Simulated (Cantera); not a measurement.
**Silicon oxide and oxynitride deposition: HMDSO + O3 + H2 + H2O**

Input: 1 mol HMDSO, 0.13 mol O3, 7.3 mol H2, 0.33 mol H2O, at 32.0 mbar.

These are equilibrium values from Cantera (NASA tables, ideal gas, pure condensed phases), not measurements of a reactor. Candidate condensed phases: C, C6H6, C7H8, C8H18, H2O, Si, SiC, SiO2; 123 gas species. The feed counts by its element totals alone. Gases not in the tables: Si2H6 and higher silanes. The numbers say what is thermodynamically allowed, not how fast it happens.

From 1523 K to 2073 K the condensed part is C(graphite) + SiC(s). The main Si-bearing gas is SiO throughout.

```csv
T (K),x H2,x CO,x H,x C2H2 (acetylene),n C(graphite),n SiC(s)
1523,0.906,0.0935,0.000123,1.07e-5,2.29,2.00
1573,0.906,0.0935,0.000216,1.87e-5,2.29,2.00
1623,0.906,0.0934,0.000368,3.16e-5,2.29,1.99
1673,0.906,0.0934,0.000606,5.16e-5,2.29,1.99
1723,0.905,0.0933,0.000970,8.19e-5,2.29,1.99
1773,0.905,0.0932,0.00151,0.000127,2.29,1.99
1823,0.904,0.0931,0.00230,0.000191,2.29,1.99
1873,0.903,0.0929,0.00343,0.000282,2.29,1.99
1923,0.901,0.0928,0.00500,0.000407,2.29,1.99
1973,0.899,0.0926,0.00715,0.000576,2.29,1.98
2023,0.896,0.0923,0.0100,0.000800,2.29,1.98
2073,0.892,0.0921,0.0139,0.00109,2.28,1.98
```
x: gas mole fraction; n: condensed amount in mol.
